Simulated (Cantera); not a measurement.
Charge: 1 mol Pb, 4.4 mol CO, 5.3 mol N₂, at 1373.15 K and 10.0 Pa.

These are equilibrium values from Cantera (NASA tables, ideal gas, pure condensed phases), not measurements of a reactor. Candidate condensed phases: C, Pb, PbO, PbO₂, Pb₃O₄; 27 gas species. Equilibrium is a limit: real reactors are often held back by kinetics, nucleation or transport.

Base state: N₂ 0.495, CO 0.411, Pb 0.0935 (mole fractions); condensed: gas only.

Q: What changes in the equilibrium state with this change: Pb replaced by Si?

A: 
```json
[
 {"species": "N₂", "before": "0.495", "after": "0.550"},
 {"species": "CO", "before": "0.411", "after": "0.448"},
 {"species": "SiO", "before": "0", "after": "0.00196"},
 {"species": "Pb", "before": "0.0935", "after": "0"},
 {"species": "SiC(s), mol", "before": "0", "after": "0.339"},
 {"species": "Si₂N₂O(s), mol", "before": "0", "after": "0.321"}
]
```
N₂ is the only nitrogen source here; it is nearly inert below about 1500 K, so the nitride shown seldom forms there in practice. Mutual solubility and eutectic melting of coexisting phases are not modelled. Further candidate phases: Si, SiC, SiO₂, Si₂N₂O, Si₃N₄.
